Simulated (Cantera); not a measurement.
Cantera run:

```python
import numpy as np
import cantera as ct

gas_names = """
    CL CL2 H HCL H2 N NH NH2 NH3 N2 N2H2 N2H4 Si SiCL SiCL2 SiCL3 SiCL4 SiH SiHCL3 SiH2 SiH2CL2 SiH3
    SiH3CL SiH4 SiN Si2 Si2N Si3
""".split()
cond_names = """
    NH4CL(a) NH4CL(b) Si(cr) Si(L) Si3N4(a)
""".split()


# ... load() reads the species with a 1 bar reference pressure and builds the phases ...
atoms = {
    'SiCl4': {'Si': 1, 'CL': 4},
    'HCl': {'H': 1, 'CL': 1},
    'N2': {'N': 2},
    'Cl2': {'CL': 2},
}
top_T = {'Si3N4(a)': 2400}  # K; cautious upper limits of use, not melting points


# ... equilibrate(T, P, feed) seeds the gas with the atoms and calls Mixture.equilibrate('TP', solver="vcs", rtol=1e-11, max_steps=5000) ...
results = []
feed = {'SiCl4': 1, 'HCl': 1.2, 'N2': 63, 'Cl2': 0.52}  # mol
P = 1400  # Pa
for T in [848, 948, 1048, 1148, 1248, 1348, 1448, 1548, 1648, 1748]:
    mix = equilibrate(T, P, feed)
    results.append((T, P, feed, dict(zip(mix.species_names, mix.species_moles))))

top = {s: max(r[3][s] / sum(r[3][g] for g in gas_names) for r in results) for s in gas_names}
cols = sorted((s for s in top if top[s] > 1e-06), key=lambda s: -top[s])[:5]
seen = [c for c in cond_names if any(r[3].get(c, 0) > 1e-12 for r in results)]
print("log10 of partial pressures in bar; condensed amounts in mol")
print(f"{'T/K':>10s}" + "".join(f"{s[:9]:>10s}" for s in cols + seen))
for T, P, feed, n in results:
    ng = sum(n[g] for g in gas_names)
    print(f"{T:10.4g}" + "".join(f"{np.log10(max(n[s] / ng * P / 1e5, 1e-99)):10.3f}" for s in cols)
          + "".join(f"{n.get(c, 0):10.4g}" for c in seen))
```

It prints:

```
log10 of partial pressures in bar; condensed amounts in mol
       T/K        N2        CL       HCL     SiCL4       CL2
       848    -1.872    -6.550    -3.592    -3.672    -3.956
       948    -1.872    -5.746    -3.592    -3.672    -3.959
      1048    -1.872    -5.099    -3.593    -3.672    -3.972
      1148    -1.873    -4.577    -3.593    -3.672    -4.011
      1248    -1.873    -4.173    -3.593    -3.673    -4.114
      1348    -1.874    -3.894    -3.594    -3.674    -4.333
      1448    -1.875    -3.742    -3.595    -3.676    -4.702
      1548    -1.876    -3.675    -3.596    -3.685    -5.156
      1648    -1.877    -3.606    -3.597    -3.738    -5.534
      1748    -1.880    -3.459    -3.600    -3.934    -5.698
```

These are equilibrium values from Cantera (NASA tables, ideal gas, pure condensed phases), not measurements of a reactor. The tables' values for SiCl3 are old estimates; treat these amounts as uncertain.
